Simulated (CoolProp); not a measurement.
Properties of hydrogen chloride along the isobar 917 kPa (Tc = 51.5 °C, pc = 8314 kPa, ω = 0.130).

Model: reference Helmholtz-energy equation of state, Thol 2018, in CoolProp.

```csv
T (°C),phase,density (kg/m³),cv (kJ/(kg K)),Joule-Thomson coefficient (K/MPa),fugacity coefficient
3.35,gas,15.68,?,18.48,0.9319
24.65,gas,?,0.6171,15.45,0.9464
45.95,gas,13.19,0.6023,13.18,?
67.25,gas,12.26,?,11.44,0.9647
88.55,gas,11.46,?,10.08,0.9707
109.95,gas,10.77,0.5820,?,0.9754
131.25,gas,10.16,0.5795,8.111,0.9792
152.55,gas,9.618,0.5779,7.380,0.9823
```

### Question
Complete the blanks.

### Answer

- 3.35, cv (kJ/(kg K)): 0.6396
- 24.65, density (kg/m³): 14.31
- 45.95, fugacity coefficient: 0.9569
- 67.25, cv (kJ/(kg K)): 0.5926
- 88.55, cv (kJ/(kg K)): 0.5862
- 109.95, Joule-Thomson coefficient (K/MPa): 8.992
